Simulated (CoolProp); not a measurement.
Vapour-liquid equilibrium of propane (1) + cyclopropane (2) at 6.99 bar; x and y are mole fractions of (1).

Values from CoolProp's multi-fluid Helmholtz-energy mixture model, Lemmon 2009 and Polt 1992; pair parameters Bell 2016. This equation is an older, rougher fit; its heat capacities, sound speeds and derivatives of the liquid may be far off and weren't checked against measurements.

```
x     bubble temperature (K)  y at the bubble point  dew temperature at overall composition x (K)  liquid density (mol/L)
----  ----------------------  ---------------------  --------------------------------------------  ----------------------
0.05                   295.7                  0.074                                         296.1                   14.57
0.2                    292.9                  0.266                                         293.9                   14.03
0.35                   290.7                  0.426                                         291.7                   13.51
0.5                    289.0                  0.564                                         289.7                   13.01
0.65                   287.7                  0.691                                         288.1                   12.54
0.8                    286.9                  0.817                                         287.0                   12.11
0.95                   286.5                  0.951                                         286.5                   11.70
```

No azeotrope shows between x = 0.05 and 0.95.

The pair parameters rest on a limited set of measurements; away from them the model extrapolates.
